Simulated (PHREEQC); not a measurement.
A PHREEQC input (ion-association model, phreeqc.dat):

```
SOLUTION 1
  temp 25
  units mg/L
  pH 6.88
  pe 11.4
  Na 2.19
  K 0.429
  Ca 0.791
  Mg 0.137
  Cl 0.836
  S(6) 2.48 as SO4
  Alkalinity 4.75 as HCO3 charge
  Si 0.00718 as SiO2
  Cd 0.00387
  O(0) 0.0617
  Ba 0.0217
  Li 0.00259
END
USE solution 1
EQUILIBRIUM_PHASES 1
  Quartz 0 0.5
  CO2(g) -2.5 10
END
```

It stops with these messages:

```
ERROR: Alkalinity cannot be used with charge balance or solution phase boundary constraints.
ERROR: Program terminating due to input errors.
```

The fault: charge balance asked on alkalinity. The line should read `as HCO3` where the input has `as HCO3 charge`. With the mend the run ends at pH 6.21 and ionic strength 0.000207 mol/kgw.
